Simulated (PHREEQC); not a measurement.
Model water analysis in mg/L, 35 °C, pH 6.05, pe 8.9: Na 2.25; K 1.38; Ca 0.816; Mg 0.551; Cl 1.76; S(6) as SO4 1.63; Alkalinity as HCO3 8.48; Br 0.281; F 0.00131; Cu(2) 0.0238.

Valence states are taken as typed.

Equilibrium calculation in PHREEQC: ion-association model, wateq4f.dat.

Each row changes one thing in this solution. This is a speciation only: nothing precipitates in the calculation.

```json
[
 {"case": "as made", "CO2 (mol/kgw)": "0.000249", "Cu+2 (mol/kgw)": "3.27e-7", "MgSO4 (mol/kgw)": "9.73e-8", "CaSO4 (mol/kgw)": "6.35e-8", "CaHCO3+ (mol/kgw)": "3.78e-8", "MgHCO3+ (mol/kgw)": "3.60e-8", "SI of Tenorite (CuO)": "-1.68", "SI of Cu(OH)2 (Cu(OH)2)": "-2.70"},
 {"case": "K from 1.38 to 4.14 mg/L", "CO2 (mol/kgw)": "0.000249", "Cu+2 (mol/kgw)": "3.27e-7", "MgSO4 (mol/kgw)": "9.64e-8", "CaSO4 (mol/kgw)": "6.29e-8", "CaHCO3+ (mol/kgw)": "3.76e-8", "MgHCO3+ (mol/kgw)": "3.58e-8", "SI of Tenorite (CuO)": "-1.68", "SI of Cu(OH)2 (Cu(OH)2)": "-2.70"},
 {"case": "pH from 6.05 to 5.75 at the same alkalinity", "CO2 (mol/kgw)": "0.000501", "Cu+2 (mol/kgw)": "[?]", "MgSO4 (mol/kgw)": "9.73e-8", "CaSO4 (mol/kgw)": "6.35e-8", "CaHCO3+ (mol/kgw)": "3.80e-8", "MgHCO3+ (mol/kgw)": "3.62e-8", "SI of Tenorite (CuO)": "-2.26", "SI of Cu(OH)2 (Cu(OH)2)": "-3.28"},
 {"case": "pH from 6.05 to 6.35 at the same alkalinity", "CO2 (mol/kgw)": "0.000124", "Cu+2 (mol/kgw)": "[?]", "MgSO4 (mol/kgw)": "9.73e-8", "CaSO4 (mol/kgw)": "6.35e-8", "CaHCO3+ (mol/kgw)": "3.76e-8", "MgHCO3+ (mol/kgw)": "3.58e-8", "SI of Tenorite (CuO)": "-1.12", "SI of Cu(OH)2 (Cu(OH)2)": "-2.14"},
 {"case": "temperature from 35 to 65 °C at the same typed pH", "CO2 (mol/kgw)": "0.000242", "Cu+2 (mol/kgw)": "[?]", "MgSO4 (mol/kgw)": "1.84e-7", "CaSO4 (mol/kgw)": "7.93e-8", "CaHCO3+ (mol/kgw)": "4.51e-8", "MgHCO3+ (mol/kgw)": "4.63e-8", "SI of Tenorite (CuO)": "-0.73", "SI of Cu(OH)2 (Cu(OH)2)": "-1.74"},
 {"case": "Na from 2.25 to 6.75 mg/L", "CO2 (mol/kgw)": "0.000249", "Cu+2 (mol/kgw)": "3.27e-7", "MgSO4 (mol/kgw)": "[?]", "CaSO4 (mol/kgw)": "6.20e-8", "CaHCO3+ (mol/kgw)": "3.73e-8", "MgHCO3+ (mol/kgw)": "3.55e-8", "SI of Tenorite (CuO)": "-1.68", "SI of Cu(OH)2 (Cu(OH)2)": "-2.70"}
]
```

Task: What belongs in the gaps?

Result: 
- pH from 6.05 to 5.75 at the same alkalinity, Cu+2 (mol/kgw): 3.40e-7
- pH from 6.05 to 6.35 at the same alkalinity, Cu+2 (mol/kgw): 2.95e-7
- temperature from 35 to 65 °C at the same typed pH, Cu+2 (mol/kgw): 3.23e-7
- Na from 2.25 to 6.75 mg/L, MgSO4 (mol/kgw): 9.49e-8

At this temperature some constants are extrapolated from 25 °C, and those without enthalpy data are left unchanged.
